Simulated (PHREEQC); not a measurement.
A solution holds 0.56 mol MgSO4 and 0.00076 mol H4SiO4 per kg of water, at 25 °C. Closed to the air; pH follows from the charge balance.

All values are PHREEQC results (Pitzer model, pitzer.dat), not measurements.

Problem. The ionic strength comes out as 2.24 mol/kgw. What activity coefficients do H3SiO4-, Mg+2, HSO4-, SO4-2 get?

Solution. H3SiO4- 0.27, Mg+2 0.13, HSO4- 0.64, SO4-2 0.041. Single-ion values are on the MacInnes scale.

Precipitation was switched off in this run. Species that the database lacks are ignored. In brines, pH and single-ion activities rest on the MacInnes convention.
